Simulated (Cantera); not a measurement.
## Ignition delay

Mixture: CH4 : O2 : N2 : H2O = 1 : 2.33 : 8.74 : 1.6 (molar parts), at 0.340 bar, adiabatic and at constant pressure. Ignition delay is the time to a rise of 400 K.

Cantera simulation using GRI-Mech 3.0 (53 species, 325 reactions); the numbers are that mechanism's predictions, not measurements.

| T0 (K) | delay (ms) |
|---|---|
| 1300 | 33.8 |
| 1400 | 9.50 |
| 1500 | 3.15 |
| 1600 | 1.25 |
| 1700 | 0.573 |
| 1800 | 0.296 |
| 1900 | 0.167 |
| 2000 | 0.101 |
| 2100 | 0.0647 |

| Property | Value |
|---|---|
| apparent activation energy between 1900 and 2100 K | 160 kJ/mol |
